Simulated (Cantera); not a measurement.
Input: 1 mol Si, 0.012 mol O2, 1.6 mol H2, equilibrated at 3300 Torr.

Equilibrium computed with Cantera from the NASA thermochemical tables; the gas is ideal and each condensed phase is pure. Candidate condensed phases: H2O, Si, SiO2; 18 gas species. Mutual solubility and eutectic melting of coexisting phases are not modelled. The tables hold silica as quartz up to 1696 K and as liquid above; real silica turns to tridymite and cristobalite and melts near 1996 K. Rates play no part.

Over these rows the condensed part is Si(s) + SiO2(β-quartz). Partial pressures as log10 of bar:

```
T (K)  1000/T (1/K)  log p SiO  log p H2
-----  ------------  ---------  --------
1323         0.7559      -4.88      0.64
1373         0.7283      -4.39      0.64
1423         0.7027      -3.93      0.64
1473         0.6789          ?      0.64
1523         0.6566      -3.11      0.64
1573         0.6357      -2.74      0.64
```

Task: Fit log p(SiO) = a + b·(1000/T) to the five rows, give the apparent enthalpy, and predict the row at 1473 K.

Result: Means: 1000/T = 0.6958, log p = -3.810. Sxy = -0.175732, Sxx = 0.0098645, so b = -17.81 and a = -3.810 − (-17.81)×0.6958 = 8.58.
Apparent enthalpy: −19.145 × (-17.81) = 341 kJ/mol. The condensed phases alone fix this pressure, through 1/2 Si(s) + 1/2 SiO2(β-quartz) = SiO(g), so the slope is that reaction's ΔH° and the other gases don't enter. The five rows lie within 0.01 of the line.
Prediction at 1473 K: 8.58 + (-17.81)×0.6789 = -3.51. The computed value is -3.50, 0.01 from the line.
